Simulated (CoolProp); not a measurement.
Octamethyltrisiloxane (MDM) along the isobar 15.1 bar: density (kg/m³) from the reference equation and from simpler models built on Tc = 292.2 °C, pc = 14.38 bar, ω = 0.528; each cubic takes its own stable root.

Values from CoolProp's reference Helmholtz-energy equation of state, Thol 2017.

```csv
T (°C),phase,reference
-65.75,liquid,905.6
-57.85,liquid,897.9
-49.85,liquid,890.2
-41.95,liquid,882.5
-33.95,liquid,874.8
-26.05,liquid,867.2
-18.05,liquid,859.4
-10.15,liquid,851.8
-2.15,liquid,844.0
5.75,liquid,836.3
13.65,liquid,828.6
21.65,liquid,820.7
```

How far does each simpler model (van der Waals, Redlich-Kwong, Soave-Redlich-Kwong) lie from the reference over these 12 states: mean and median of the absolute difference, and the worst?


- van der Waals: mean 42.8 %, median 42.8 %, worst -43.6 % at -65.75 °C and 15.1 bar
- Redlich-Kwong: mean 15.4 %, median 15.4 %, worst -16.3 % at -65.75 °C and 15.1 bar
- Soave-Redlich-Kwong: mean 12.2 %, median 12.2 %, worst -14.0 % at -65.75 °C and 15.1 bar
